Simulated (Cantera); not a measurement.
Mixture: 41.3 % H2, 12.3 % O2, 46.4 % N2, equivalence ratio 1.7, at 1000000 Pa, adiabatic and at constant pressure. Ignition delay is the time to a rise of 400 K.

Computed with Cantera and GRI-Mech 3.0 (53 species, 325 reactions). The hydrogen kinetics of GRI-Mech 3.0 are dated; newer H2 mechanisms differ, most at raised pressure.

Problem. Predict: delay at 1225 K; delay at 1325 K; delay at 1425 K; delay at 1525 K; delay at 1625 K; delay at 1725 K; apparent activation energy between 1525 and 1725 K.

Solution. 
```
Item                                                   Result
--------------------------------------------------  ---------
delay at 1225 K                                       27.6 µs
delay at 1325 K                                       4.25 µs
delay at 1425 K                                       2.15 µs
delay at 1525 K                                       1.40 µs
delay at 1625 K                                       1.02 µs
delay at 1725 K                                      0.792 µs
apparent activation energy between 1525 and 1725 K  62 kJ/mol
```
